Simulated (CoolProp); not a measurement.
Vapour pressure (bar) of p-xylene: the reference equation beside estimates from Tc = 616.2 K, pc = 35.32 bar, ω = 0.324. Clausius-Clapeyron is anchored at 456.6 K with a constant enthalpy of vaporisation of 32.51 kJ/mol.

Computed with CoolProp (reference Helmholtz-energy equation of state, Zhou 2012).

| T (K) | reference | Clausius-Clapeyron | Redlich-Kwong | Soave-Redlich-Kwong | Peng-Robinson |
|---|---|---|---|---|---|
| 453 | 2.737 | 2.761 | 4.610 | 2.759 | 2.739 |
| 456.6 | 2.955 | 2.955 | 4.906 | 2.983 | 2.958 |
| 460.1 | 3.179 | 3.154 | 5.207 | (withheld) | 3.184 |
| 463.7 | 3.423 | 3.369 | 5.529 | 3.463 | 3.430 |
| 467.3 | 3.680 | 3.595 | 5.866 | 3.728 | 3.691 |
| 470.8 | 3.945 | 3.826 | 6.206 | 4.001 | (withheld) |
| 474.4 | 4.232 | 4.075 | (withheld) | 4.296 | 4.249 |
| 478 | 4.534 | 4.336 | 6.950 | 4.608 | 4.556 |
| 481.5 | 4.844 | 4.602 | 7.332 | 4.928 | 4.870 |
| 485.1 | 5.179 | 4.887 | 7.741 | 5.274 | 5.210 |
| 488.6 | 5.521 | 5.178 | 8.154 | (withheld) | 5.557 |

Task: What belongs in the gaps?

Result: 
- 460.1, Soave-Redlich-Kwong: 3.213
- 470.8, Peng-Robinson: 3.959
- 474.4, Redlich-Kwong: 6.570
- 488.6, Soave-Redlich-Kwong: 5.628

Absolute difference from the reference over all 11 rows, mean and median: Clausius-Clapeyron 3.0 and 3.0 %, Redlich-Kwong 57.6 and 57.3 %, Soave-Redlich-Kwong 1.4 and 1.4 %, Peng-Robinson 0.4 and 0.4 %.
